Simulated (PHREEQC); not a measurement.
# Alkaline etch or developer (model solution)

A solution holds 0.0071 mol KOH and 0.0015 mol Na2CO3 per kg of water, at 20 °C. Closed to the air; pH follows from the charge balance.

All values are PHREEQC results (ion-association model, phreeqc.dat), not measurements.

This is a speciation only: nothing precipitates in the calculation.

### Question
Predict the pH.

### Answer
pH 11.97.

### Question
In which forms is C present?

### Answer
CO3-2 96 %, NaCO3- 2.7 %, HCO3- 1.8 % of the C.

Species that the database lacks are ignored.
